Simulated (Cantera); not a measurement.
What does this Cantera script print?

```python
import numpy as np
import cantera as ct

gas_names = """
    C CN CO CO2 C2 CCN CNC C2N2 C2O C3 C3O2 C4 C4N2 C5 Fe FeC5O5 FeO N NCO NO NO2 NO3 N2 N2O O O2 O3
""".split()
cond_names = """
    C(gr) Fe(a) Fe(c) Fe(d) Fe(L) FeC5O5(L) FeO(s) FeO(L) Fe2O3(s) Fe3O4(s)
""".split()


# ... load() reads the species with a 1 bar reference pressure and builds the phases ...
atoms = {
    'Fe3O4': {'Fe': 3, 'O': 4},
    'C': {'C': 1},
    'N2': {'N': 2},
}
top_T = {'C(gr)': 4500, 'Fe2O3(s)': 1830, 'Fe3O4(s)': 1870}  # K; cautious upper limits of use, not melting points


# ... equilibrate(T, P, feed) seeds the gas with the atoms and calls Mixture.equilibrate('TP', solver="vcs", rtol=1e-11, max_steps=5000) ...
results = []
feed = {'Fe3O4': 1, 'C': 1.2, 'N2': 0.43}  # mol
P = 170  # Pa
for T in [1348, 1448, 1548, 1648, 1748, 1848, 1948, 2048, 2148, 2248, 2348, 2448, 2548, 2648]:
    mix = equilibrate(T, P, feed)
    results.append((T, P, feed, dict(zip(mix.species_names, mix.species_moles))))

top = {s: max(r[3][s] / sum(r[3][g] for g in gas_names) for r in results) for s in gas_names}
cols = sorted((s for s in top if top[s] > 1e-05), key=lambda s: -top[s])[:8]
seen = [c for c in cond_names if any(r[3].get(c, 0) > 1e-12 for r in results)]
print("log10 of partial pressures in bar; condensed amounts in mol")
print(f"{'T/K':>10s}" + "".join(f"{s[:9]:>10s}" for s in cols + seen))
for T, P, feed, n in results:
    ng = sum(n[g] for g in gas_names)
    print(f"{T:10.4g}" + "".join(f"{np.log10(max(n[s] / ng * P / 1e5, 1e-99)):10.3f}" for s in cols)
          + "".join(f"{n.get(c, 0):10.4g}" for c in seen))
```

Result:

```
log10 of partial pressures in bar; condensed amounts in mol
       T/K        CO        Fe        N2         O       CO2        O2       FeO        NO     Fe(c)     Fe(d)     Fe(L)    FeO(s)    FeO(L)
      1348    -2.974    -8.390    -3.348   -13.549    -3.721   -14.318   -11.560   -11.714    0.3825         0         0     2.618         0
      1448    -2.970    -7.322    -3.348   -12.148    -3.746   -12.875   -10.223   -10.748    0.3719         0         0     2.628         0
      1548    -2.966    -6.395    -3.348   -10.929    -3.770   -11.623    -9.066    -9.909    0.3625         0         0     2.637         0
      1648    -2.963    -5.584    -3.349    -9.860    -3.792   -10.526    -8.054    -9.173    0.3525         0         0     2.645         0
      1748    -2.958    -4.869    -3.352    -8.955    -3.851    -9.641    -7.206    -8.566         0    0.3231         0         0     2.664
      1848    -2.964    -4.244    -3.363    -8.142    -3.907    -8.838    -6.456    -8.022         0         0    0.2664         0     2.677
      1948    -3.001    -3.699    -3.403    -7.399    -3.976    -8.094    -5.787    -7.537         0         0   0.09753         0     2.683
      2048    -3.072    -3.485    -3.443    -6.454    -3.800    -6.872    -5.187    -6.827         0         0         0         0     2.602
      2148    -3.175    -3.379    -3.481    -5.513    -3.594    -5.596    -4.646    -6.099         0         0         0         0     2.428
      2248    -3.349    -3.270    -3.566    -4.669    -3.501    -4.462    -4.157    -5.476         0         0         0         0     2.047
      2348    -3.724    -3.127    -3.899    -4.028    -3.761    -3.687    -3.797    -5.164         0         0         0         0         0
      2448    -3.642    -3.124    -3.922    -3.797    -3.931    -3.689    -3.953    -5.094         0         0         0         0         0
      2548    -3.592    -3.127    -3.946    -3.608    -4.138    -3.740    -4.127    -5.055         0         0         0         0         0
      2648    -3.567    -3.134    -3.968    -3.462    -4.377    -3.844    -4.321    -5.048         0         0         0         0         0
```

These are equilibrium values from Cantera (NASA tables, ideal gas, pure condensed phases), not measurements of a reactor. Each liquid is taken as pure. Mutual solubility and eutectic melting of coexisting phases are not modelled. The tables' stoichiometric FeO is somewhat more stable than real wüstite, so its field is too wide. FeO: taken at fixed stoichiometry.
